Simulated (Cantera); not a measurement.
A Cantera script and what it prints.

```python
import numpy as np
import cantera as ct

gas_names = """
    CL CL2 N N2 Pb PbCL PbCL2 PbCL4 Pb2
""".split()
cond_names = """
    Pb(cr) Pb(L) PbCL2(s) PbCL2(L)
""".split()


# ... load() reads the species with a 1 bar reference pressure and builds the phases ...
atoms = {
    'PbCl2': {'Pb': 1, 'CL': 2},
    'N2': {'N': 2},
}
top_T = {}  # K; cautious upper limits of use, not melting points


# ... equilibrate(T, P, feed) seeds the gas with the atoms and calls Mixture.equilibrate('TP', solver="vcs", rtol=1e-11, max_steps=5000) ...
results = []
feed = {'PbCl2': 1, 'N2': 11}  # mol
T = 1675  # K
for P in [0.1, 0.46, 2.2, 10, 46, 220, 1000, 4600, 22000, 100000]:
    mix = equilibrate(T, P, feed)
    results.append((T, P, feed, dict(zip(mix.species_names, mix.species_moles))))

top = {s: max(r[3][s] / sum(r[3][g] for g in gas_names) for r in results) for s in gas_names}
cols = sorted((s for s in top if top[s] > 1e-06), key=lambda s: -top[s])[:6]
seen = [c for c in cond_names if any(r[3].get(c, 0) > 1e-12 for r in results)]
print("log10 of partial pressures in bar; condensed amounts in mol")
print(f"{'P/Pa':>10s}" + "".join(f"{s[:9]:>10s}" for s in cols + seen))
for T, P, feed, n in results:
    ng = sum(n[g] for g in gas_names)
    print(f"{P:10.4g}" + "".join(f"{np.log10(max(n[s] / ng * P / 1e5, 1e-99)):10.3f}" for s in cols)
          + "".join(f"{n.get(c, 0):10.4g}" for c in seen))
```

Result:

```
log10 of partial pressures in bar; condensed amounts in mol
      P/Pa        N2        CL        Pb     PbCL2      PbCL     PbCL4
       0.1    -6.104    -6.847    -7.151   -12.021    -9.110   -20.088
      0.46    -5.440    -6.191    -6.503   -10.062    -7.807   -16.818
       2.2    -4.756    -5.540    -5.887    -8.143    -6.540   -13.597
        10    -4.088    -4.960    -5.414    -6.511    -5.487   -10.805
        46    -3.411    -4.442    -5.121    -5.180    -4.675    -8.436
       220    -2.717    -3.978    -4.977    -4.108    -4.067    -6.437
      1000    -2.049    -3.609    -4.878    -3.272    -3.600    -4.863
      4600    -1.379    -3.383    -4.611    -2.554    -3.107    -3.694
   2.2e+04    -0.696    -3.305    -4.080    -1.866    -2.498    -2.849
     1e+05    -0.038    -3.287    -3.458    -1.207    -1.857    -2.153
```

Cantera equilibrium calculation (NASA polynomials, part measured and part estimated; ideal gas, pure solids and liquids). The tables' values for PbCl4 are old estimates; treat these amounts as uncertain.
